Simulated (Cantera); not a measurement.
Cantera run:

```python
import numpy as np
import cantera as ct

gas_names = """
    B BF BF2 BF3 BN B2 F F2 N NF NF2 NF3 N2
""".split()
cond_names = """
    B(b) B(L) BN(s)
""".split()


# ... load() reads the species with a 1 bar reference pressure and builds the phases ...
atoms = {
    'BN': {'B': 1, 'N': 1},
    'F2': {'F': 2},
}
top_T = {'BN(s)': 3200}  # K; cautious upper limits of use, not melting points


# ... equilibrate(T, P, feed) seeds the gas with the atoms and calls Mixture.equilibrate('TP', solver="vcs", rtol=1e-11, max_steps=5000) ...
results = []
feed = {'BN': 1, 'F2': 1.5}  # mol
T = 1300  # K
P = 100000  # Pa
mix = equilibrate(T, P, feed)
results.append((T, P, feed, dict(zip(mix.species_names, mix.species_moles))))
print(gas.report(threshold=1e-06))
for i in range(1, mix.n_phases):
    print(f"{mix.phase(i).name:16s} {mix.phase_moles(i):12.5e} mol")
```

Result:

```
       temperature   1300 K
          pressure   1e+05 Pa
           density   0.5046 kg/m^3
  mean mol. weight   54.541 kg/kmol
   phase of matter   gas

                          1 kg             1 kmol
                     ---------------   ---------------
          enthalpy       -1.2832e+07       -6.9989e+08  J
   internal energy        -1.303e+07       -7.1069e+08  J
           entropy            5852.8        3.1922e+05  J/K
    Gibbs function       -2.0441e+07       -1.1149e+09  J
 heat capacity c_p            1164.9             63535  J/K
 heat capacity c_v            1012.5             55221  J/K

                      mass frac. Y      mole frac. X     chem. pot. / RT
                     ---------------   ---------------   ---------------
               BF3           0.82879           0.66667           -141.38
                N2           0.17121           0.33333           -26.682
     [  +11 minor]        3.3525e-09        5.4284e-09

B(b)              0.00000e+00 mol
BN(s)             0.00000e+00 mol
```

Cantera equilibrium calculation (NASA polynomials, part measured and part estimated; ideal gas, pure solids and liquids).
